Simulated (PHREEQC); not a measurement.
Solution (25 °C): 8.2 mmol/kgw H3PO4, 20 mmol/kgw K2HPO4 and 4.3 mmol/kgw NiSO4. Closed to the air; pH follows from the charge balance.

The numbers come from PHREEQC with the ion-association model, wateq4f.dat.

Each row changes one thing in this solution. No solid was allowed to form.

| case | pH | ionic strength (mol/kgw) | H2PO4- (mol/kgw) | HPO4-2 (mol/kgw) | Ni+2 (mol/kgw) | SO4-2 (mol/kgw) | SI of Ni(OH)2 (Ni(OH)2) | SI of Morenosite (NiSO4:7H2O) |
|---|---|---|---|---|---|---|---|---|
| as made | 6.77 | 0.0657 | 0.0164 | 0.0114 | 0.00384 | 0.00345 | -0.05 | -3.27 |
| 0.004 mol/kgw TMAH added | 7.01 | 0.0736 | 0.0124 | 0.0153 | 0.00386 | 0.00348 | +0.41 | -3.29 |
| K2HPO4 replaced by Na2HPO4 at the same molality | 6.77 | 0.0658 | 0.0164 | 0.0114 | 0.00383 | 0.00354 | -0.05 | -3.26 |
| diluted 5-fold with water | 6.91 | 0.0135 | 0.00328 | 0.00234 | 0.000811 | 0.000784 | -0.28 | -4.24 |
| 0.0025 mol/kgw Ca(OH)2 added | 7.04 | 0.0720 | 0.0113 | 0.0149 | 0.00387 | 0.00339 | +0.48 | -3.30 |

Some of these states are supersaturated (in Ni3(PO4)2, Ni(OH)2, Hydroxyapatite, for instance). (CH3)4N+ isn't in the database: it is added as a free cation with an ion size of 4 Å. H3PO4, which wateq4f.dat lacks, is added to it with the constant of phreeqc.dat. The database has no phosphate complexes of Ni.
